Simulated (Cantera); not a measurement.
**Transport properties of process gases**

Gas mixture: H2O : N2O = 0.92 : 0.66 (molar parts), at 0.0200 bar, frozen composition.

Cantera's kinetic-theory transport with the Lennard-Jones parameters of GRI-Mech 3.0, ideal gas; thermal conductivity in the multicomponent form. Polar gases are described roughly by these parameters. The composition is frozen, though it would react at the higher temperatures.

```tsv
T (K)	ρ (kg/m³)	cp (J/kg/K)	μ (µPa s)	λ (mW/m/K)	Pr	D (cm²/s) C2H2	D (cm²/s) H	D (cm²/s) CH3
400	0.0174	1309	17.0	32.9	0.678	12.9	99.7	17.8
650	0.0107	1462	26.8	58.2	0.674	32.0	242	43.2
900	0.00772	1587	35.7	84.2	0.672	57.1	429	76.5
1150	0.00604	1690	43.7	110	0.670	87.6	654	117
1400	0.00496	1777	51.2	136	0.669	123	914	163
1650	0.00421	1849	58.1	161	0.667	162	1210	215
```
D: mixture-averaged diffusion coefficient of that species in the mixture.
